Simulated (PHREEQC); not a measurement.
## Reverse-osmosis permeate

Synthetic water in mg/L, 25 °C, pH 6.78, pe 8.6:

```csv
constituent,mg/L
Na,1
K,0.93
Ca,0.247
Mg,0.345
Cl,1.41
S(6) as SO4,1.52
Alkalinity as HCO3,2.15
N(5) as NO3,0.0163
Pb,0.0077
```

Valence states are taken as typed.

The numbers come from PHREEQC with the ion-association model, phreeqc.dat.

ionic strength: 0.000144 mol/kgw
charge-balance error: 0.5 %

```tsv
species	molality	activity	log γ
Na+	4.35e-5	4.29e-5	-0.006
Cl-	3.98e-5	3.92e-5	-0.006
HCO3-	3.53e-5	3.48e-5	-0.006
K+	2.38e-5	2.35e-5	-0.006
SO4-2	1.57e-5	1.49e-5	-0.024
Mg+2	1.41e-5	1.34e-5	-0.024
CO2	1.30e-5	1.30e-5	0.000
Ca+2	6.14e-6	5.82e-6	-0.024
NO3-	2.63e-7	2.59e-7	-0.006
H+	1.68e-7	1.66e-7	-0.006
OH-	6.18e-8	6.10e-8	-0.006
MgSO4	4.68e-8	4.68e-8	0.000
Pb+2	2.83e-8	2.68e-8	-0.024
CaSO4	1.54e-8	1.54e-8	0.000
```

Precipitation was switched off in this run. Species that the database lacks are ignored.
